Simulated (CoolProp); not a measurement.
Vapour-liquid equilibrium of C3F8 (R218) (1) + R134a (2) at 279.5 K; x and y are mole fractions of (1).

The numbers come from the multi-fluid Helmholtz-energy mixture model, Lemmon 2006 and Tillner-Roth 1994; pair parameters Bell 2016 in CoolProp.

```csv
x,"bubble pressure, mixture model (MPa)","bubble pressure, Raoult's law (MPa)","y, mixture model","y, Raoult's law"
0.05,0.4210,0.3734,0.157,0.068
0.125,0.4809,0.3839,…,0.165
0.2,0.5218,0.3945,0.385,0.257
0.275,0.5498,0.4050,0.445,0.344
0.35,0.5692,0.4155,…,0.427
0.425,…,0.4260,0.531,0.506
0.5,0.5915,0.4366,0.567,0.580
0.575,0.5966,0.4471,…,0.652
0.65,0.5977,0.4576,0.642,0.720
0.725,…,0.4682,0.687,0.785
0.8,…,0.4787,0.741,0.847
0.875,0.5664,0.4892,0.812,0.906
0.95,0.5362,0.4998,0.910,0.963
```

### Question
Fill in the missing entries.

### Answer

- 0.125, y, mixture model: 0.298
- 0.35, y, mixture model: 0.492
- 0.425, bubble pressure, mixture model (MPa): 0.5826
- 0.575, y, mixture model: 0.603
- 0.725, bubble pressure, mixture model (MPa): 0.5941
- 0.8, bubble pressure, mixture model (MPa): 0.5845

The largest gap from Raoult's law is +37.0 % in bubble pressure, at x = 0.35. y crosses x between x = 0.575 and 0.65: the model has an azeotrope there.

The pair parameters rest on a limited set of measurements; away from them the model extrapolates.
